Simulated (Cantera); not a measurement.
Feed: 1 mol MgO, 1.1 mol NF₃, at 1650 °C and 1.30 mbar.

Cantera equilibrium calculation (NASA polynomials, part measured and part estimated; ideal gas, pure solids and liquids). Candidate condensed phases: Mg, MgF₂, MgO; 24 gas species. Kinetics and transport are ignored.

Base state: F 0.387, MgF₂ 0.298, N₂ 0.163, O₂ 0.146, O 0.00383, NO 0.00233 (mole fractions); condensed: gas only.

**Question.** What changes in the equilibrium state with this change: MgO replaced by CaO?

**Answer.** 
```csv
species,before,after
F,0.387,0.387
CaF₂,0,0.298
N₂,0.163,0.163
MgF₂,0.298,0
O₂,0.146,0.146
NO,0.00233,0.00233
O,0.00383,0.00383
```
Further candidate phases: Ca, CaF₂, CaO.
